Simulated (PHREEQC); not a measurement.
**Spent oxide etchant: speciation**

Dissolve 7 mmol/kgw NH4HF2, 63 mmol/kgw H2SiF6, 110 mmol/kgw H3PO4 and 150 mmol/kgw HCl at 25 °C. Closed to the air; pH follows from the charge balance.

Computed with PHREEQC (ion-association model, phreeqc.dat).

Each row changes one thing in this solution. This is a speciation only: nothing precipitates in the calculation.

```json
[
 {"case": "as made", "pH": "0.67", "ionic strength (mol/kgw)": "0.344", "HF (mol/kgw)": "0.0153", "F- (mol/kgw)": "7.82e-5", "HF2- (mol/kgw)": "4.50e-6", "NH3 (mol/kgw)": "1.09e-11"},
 {"case": "diluted 5-fold with water", "pH": "1.33", "ionic strength (mol/kgw)": "0.0692", "HF (mol/kgw)": "0.00687", "F- (mol/kgw)": "0.000126", "HF2- (mol/kgw)": "3.31e-6", "NH3 (mol/kgw)": "1.30e-11"},
 {"case": "H3PO4 left out", "pH": "0.68", "ionic strength (mol/kgw)": "0.338", "HF (mol/kgw)": "0.0153", "F- (mol/kgw)": "7.93e-5", "HF2- (mol/kgw)": "4.56e-6", "NH3 (mol/kgw)": "1.11e-11"},
 {"case": "NH4HF2 from 0.007 to 0.0105 mol/kgw", "pH": "0.68", "ionic strength (mol/kgw)": "0.344", "HF (mol/kgw)": "0.0211", "F- (mol/kgw)": "0.000109", "HF2- (mol/kgw)": "8.65e-6", "NH3 (mol/kgw)": "1.65e-11"},
 {"case": "H2SiF6 left out", "pH": "0.92", "ionic strength (mol/kgw)": "0.158", "HF (mol/kgw)": "0.0139", "F- (mol/kgw)": "0.000109", "HF2- (mol/kgw)": "5.75e-6", "NH3 (mol/kgw)": "2.22e-11"},
 {"case": "H2SiF6 replaced by NH4F at the same molality", "pH": "1.12", "ionic strength (mol/kgw)": "0.163", "HF (mol/kgw)": "0.0755", "F- (mol/kgw)": "0.000961", "HF2- (mol/kgw)": "0.000277", "NH3 (mol/kgw)": "3.58e-10"},
 {"case": "diluted 2-fold with water", "pH": "0.96", "ionic strength (mol/kgw)": "0.172", "HF (mol/kgw)": "0.0103", "F- (mol/kgw)": "8.96e-5", "HF2- (mol/kgw)": "3.51e-6", "NH3 (mol/kgw)": "1.20e-11"},
 {"case": "diluted 10-fold with water", "pH": "1.61", "ionic strength (mol/kgw)": "0.0348", "HF (mol/kgw)": "0.00517", "F- (mol/kgw)": "0.000168", "HF2- (mol/kgw)": "3.33e-6", "NH3 (mol/kgw)": "1.32e-11"},
 {"case": "HCl from 0.15 to 0.135 mol/kgw", "pH": "0.69", "ionic strength (mol/kgw)": "0.329", "HF (mol/kgw)": "0.0152", "F- (mol/kgw)": "8.14e-5", "HF2- (mol/kgw)": "4.67e-6", "NH3 (mol/kgw)": "1.16e-11"}
]
```

Some of these states are supersaturated (in Quartz (slow to form), Chalcedony (slow to form), for instance). SiF6-2 is the database's only silicon fluoride.
